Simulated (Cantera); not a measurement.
Feed: 1 mol SiF₄, 8.2 mol N₂, at 2050 K and 1330 Pa.

Equilibrium computed with Cantera from the NASA thermochemical tables; the gas is ideal and each condensed phase is pure. Candidate condensed phases: Si, Si₃N₄; 16 gas species. The tables' values for SiF₃ are old estimates; treat these amounts as uncertain. Equilibrium is a limit: real reactors are often held back by kinetics, nucleation or transport.

Base state: N₂ 0.891, SiF₄ 0.108, F 0.000782, SiF₃ 0.000779 (mole fractions); condensed: gas only.

### Question
What changes in the equilibrium state with this change: pressure from 1330 Pa to 100 Pa?

### Answer
| species | before | after |
|---|---|---|
| N₂ | 0.891 | 0.889 |
| SiF₄ | 0.108 | 0.106 |
| F | 0.000782 | 0.00284 |
| SiF₃ | 0.000779 | 0.00280 |
| SiF₂ | 1.58e-6 | 2.08e-5 |
The tables' values for SiF₃, SiF₂ are old estimates; treat these amounts as uncertain.
